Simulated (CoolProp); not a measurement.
Saturation properties of toluene (Tc = 318.6 °C, pc = 4.126 MPa, ω = 0.266).

Computed with CoolProp (reference Helmholtz-energy equation of state, Lemmon 2006). It is a short technical equation, of lower accuracy than the large ones.

```
T (°C)     p (MPa)    vapour Z  surface tension (mN/m)  liquid viscosity (µPa s)
------  ----------  ----------  ----------------------  ------------------------
61.55      0.01971      0.9874                    23.5                       374
78.35      0.03670      0.9803                    21.5                       321
95.15      0.06395      0.9707                    19.6                       280
111.95  (withheld)      0.9584                    17.7                       246
128.75      0.1652      0.9430              (withheld)                       218
145.65      0.2492      0.9241                    14.1                       195
162.45      0.3619      0.9017                    12.4                       175
179.25      0.5097  (withheld)                    10.7                       157
196.05      0.6989      0.8446                    9.03                       141
```

Task: Complete the blanks.

Result: 
- 111.95, p (MPa): 0.1053
- 128.75, surface tension (mN/m): 15.9
- 179.25, vapour Z: 0.8753

It boils at 110.6 °C under 1 atm.

Viscosity comes from a separate model (Avgeri 2015). Surface tension comes from a separate correlation (Mulero 2012).
